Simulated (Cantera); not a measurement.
Ammonia decomposition in nitride growth gas

A perfectly stirred reactor is fed with 76.3 % NH₃, 23.7 % H₂, at 495 Torr; it is held at 1775 K, and followed from long to short residence time.

Cantera simulation using the gas-phase N/H chemistry of the illustrative SiF4/NH3 mechanism in the Surface Chemkin manual (1991); the numbers are that mechanism's predictions, not measurements. Walls and surfaces, which speed up NH3 decomposition in real reactors, are not modelled.

```
τ (s)     x NH₃   x H₂   x N₂H₄   x N₂H₂      x N₂      x N
-------  ------  -----  -------  -------  --------  -------
18       0.0528  0.746  4.42e-9  3.06e-8     0.201  4.60e-8
3.4       0.157  0.671  2.35e-8  1.52e-7     0.172  6.28e-8
0.63      0.401  0.496  8.91e-8  5.85e-7     0.103  6.63e-8
0.12      0.643  0.322  1.69e-7  1.21e-6    0.0339  6.04e-8
0.022     0.738  0.255  2.00e-7  1.50e-6   0.00713  5.53e-8
0.0042    0.758  0.240  1.92e-7  1.44e-6   0.00128  4.88e-8
0.00080   0.763  0.237  1.27e-7  8.95e-7  0.000146  2.71e-8
0.00015   0.763  0.237  1.77e-8  1.01e-7   2.51e-6  1.61e-9
```
x: mole fraction; the columns are a selection and need not sum to one.
